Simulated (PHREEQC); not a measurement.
TMAH is added in steps, without added water, to 1 kg of water holding 0.37 mmol/kgw Ag2SO4 and 120 mmol/kgw HF, at 25 °C. O2 is buffered at 0.21 atm. The system is closed to CO2. The run lets Ag2O, Ag2SO4 precipitate or redissolve, and no other solid.

Base run: PHREEQC, ion-association model, wateq4f.dat. Each further column changes one thing. The table gives pH.

```json
[
 {"TMAH added (mol)": "0", "base": "2.09", "all activity coefficients set to 1": "2.09", "Davies equation for every ion": "2.09", "metal-ligand complexes left out": "2.09", "Debye-Hückel limiting law": "2.09"},
 {"TMAH added (mol)": "0.008125", "base": "2.29", "all activity coefficients set to 1": "2.31", "Davies equation for every ion": "2.29", "metal-ligand complexes left out": "2.29", "Debye-Hückel limiting law": "2.29"},
 {"TMAH added (mol)": "0.02438", "base": "2.62", "all activity coefficients set to 1": "2.68", "Davies equation for every ion": "2.63", "metal-ligand complexes left out": "2.62", "Debye-Hückel limiting law": "2.62"},
 {"TMAH added (mol)": "0.0325", "base": "2.76", "all activity coefficients set to 1": "2.83", "Davies equation for every ion": "2.77", "metal-ligand complexes left out": "2.76", "Debye-Hückel limiting law": "2.75"},
 {"TMAH added (mol)": "0.04875", "base": "3.01", "all activity coefficients set to 1": "3.10", "Davies equation for every ion": "3.01", "metal-ligand complexes left out": "3.01", "Debye-Hückel limiting law": "2.99"},
 {"TMAH added (mol)": "0.05688", "base": "3.13", "all activity coefficients set to 1": "3.22", "Davies equation for every ion": "3.13", "metal-ligand complexes left out": "3.13", "Debye-Hückel limiting law": "3.11"},
 {"TMAH added (mol)": "0.07312", "base": "3.37", "all activity coefficients set to 1": "3.47", "Davies equation for every ion": "3.37", "metal-ligand complexes left out": "3.37", "Debye-Hückel limiting law": "3.34"},
 {"TMAH added (mol)": "0.08125", "base": "3.50", "all activity coefficients set to 1": "3.61", "Davies equation for every ion": "3.51", "metal-ligand complexes left out": "3.50", "Debye-Hückel limiting law": "3.47"},
 {"TMAH added (mol)": "0.0975", "base": "3.82", "all activity coefficients set to 1": "3.95", "Davies equation for every ion": "3.83", "metal-ligand complexes left out": "3.82", "Debye-Hückel limiting law": "3.79"},
 {"TMAH added (mol)": "0.1056", "base": "4.06", "all activity coefficients set to 1": "4.19", "Davies equation for every ion": "4.07", "metal-ligand complexes left out": "4.06", "Debye-Hückel limiting law": "4.02"},
 {"TMAH added (mol)": "0.1219", "base": "10.94", "all activity coefficients set to 1": "11.06", "Davies equation for every ion": "10.95", "metal-ligand complexes left out": "10.94", "Debye-Hückel limiting law": "10.89"},
 {"TMAH added (mol)": "0.13", "base": "11.84", "all activity coefficients set to 1": "11.97", "Davies equation for every ion": "11.85", "metal-ligand complexes left out": "11.84", "Debye-Hückel limiting law": "11.78"}
]
```

(CH3)4N+ isn't in the database: it is added as a free cation with an ion size of 4 Å. wateq4f.dat counts part of the HF as a dimer, H2F2, which phreeqc.dat doesn't know; its constant is uncertain.
